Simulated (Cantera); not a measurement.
Feed: 1 mol MgCl2, 1.3 mol HCl, 8.2 mol N2, at 2198 K and 0.133 bar.

Equilibrium computed with Cantera from the NASA thermochemical tables; the gas is ideal and each condensed phase is pure. Candidate condensed phases: Mg, MgCl2, NH4Cl; 18 gas species. Rates play no part.

Base state: N2 0.774, HCl 0.109, MgCl2 0.0934, Cl 0.0152, H2 0.00631, H 0.00121, MgCl 0.000580, Mg 0.000420 (mole fractions); condensed: gas only.

What changes in the equilibrium state with this change: temperature from 2198 K to 1523 K?


```json
[
 {"species": "N2", "before": "0.774", "after": "0.781"},
 {"species": "HCl", "before": "0.109", "after": "0.123"},
 {"species": "MgCl2", "before": "0.0934", "after": "0.0952"},
 {"species": "Cl", "before": "0.0152", "after": "0.000425"},
 {"species": "Mg", "before": "0.000420", "after": "2.76e-9"},
 {"species": "MgCl", "before": "0.000580", "after": "2.52e-7"},
 {"species": "H", "before": "0.00121", "after": "9.33e-7"},
 {"species": "H2", "before": "0.00631", "after": "0.000217"},
 {"species": "Cl2", "before": "1.43e-5", "after": "5.20e-6"}
]
```
